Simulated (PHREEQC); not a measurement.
Consider water at 50 °C with 0.092 mol KOH and 0.29 mol CuSO4 per kg of water. Closed to the air; pH follows from the charge balance.

All values are PHREEQC results (ion-association model, wateq4f.dat), not measurements.

Precipitation was switched off in this run.

### Question
Predict the pH, ionic strength.

### Answer
pH 5.46; ionic strength 0.631 mol/kgw.

### Question
In which forms is S present?

### Answer
SO4-2 55 %, CuSO4 38 %, KSO4- 6.7 % of the S.

Examples of supersaturated solids here: Cu(OH)2, Tenorite (slow to form). Others may be too. Complexes and solids missing from the database can't appear. Away from 25 °C the constants follow the database's enthalpies or fits; those with neither stay at their 25 °C values.
